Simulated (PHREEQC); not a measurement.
1.8 g of hydrous ferric oxide (600 m²/g; 0.2 weak and 0.005 strong sites per Fe, Dzombak-Morel constants, diffuse double layer) in 1 kg of water with 0.001 mol/kgw of an inert sodium salt and 0.0023 mol/kgw ZnSO4, at 25 °C; the pH is set by adding NaOH or the inert anion's acid. O2 is buffered at 0.21 atm. CO2 from the air is kept out. No solid was allowed to form.

Base run: PHREEQC, ion-association model, wateq4f.dat. Each further column changes one thing. The table gives S sorbed (%).

```
pH   base  no electrostatic term (-no_edl)  background salt from 0.001 to 0.0001 mol/kgw  oxide from 1.8 to 9 g/kgw
---  ----  -------------------------------  --------------------------------------------  -------------------------
4    80.7                              0.7                                          81.1                      100.0
4.5  77.7                              0.7                                          78.1                      100.0
5.5  62.0                              0.7                                          62.3                       99.8
6    51.4                              0.6                                          51.8                       99.3
6.5  44.5                              0.5                                          44.9                          ?
7.5  36.2                              0.6                                          36.6                          ?
8    27.5                              0.7                                          27.9                       16.7
8.5  15.9                              0.6                                          16.2                        2.8
9.5   0.9                                ?                                           0.9                        0.0
10    0.1                              0.1                                           0.1                        0.0
```

Complete the blanks.


- 6.5, oxide from 1.8 to 9 g/kgw: 96.8
- 7.5, oxide from 1.8 to 9 g/kgw: 49.6
- 9.5, no electrostatic term (-no_edl): 0.2

In at least one series the solution becomes supersaturated in solids that the run did not let form, among them Zn(OH)2-e, Zn4(OH)6SO4.
